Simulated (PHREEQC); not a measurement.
Make-up at 25 °C: 0.081 mol/kgw HF and 0.00048 mol/kgw NH4F. Closed to the air; pH follows from the charge balance.

Computed with PHREEQC (ion-association model, wateq4f.dat).

Precipitation was switched off in this run.

**Question.** Estimate the pH, ionic strength.

**Answer.** pH 2.18; ionic strength 0.00761 mol/kgw.

**Question.** In which forms is F present?

**Answer.** HF 69 %, H2F2 20 %, F- 7.7 %, HF2- 3.3 % of the F.

Species that the database lacks are ignored. wateq4f.dat counts part of the HF as a dimer, H2F2, which phreeqc.dat doesn't know; its constant is uncertain.
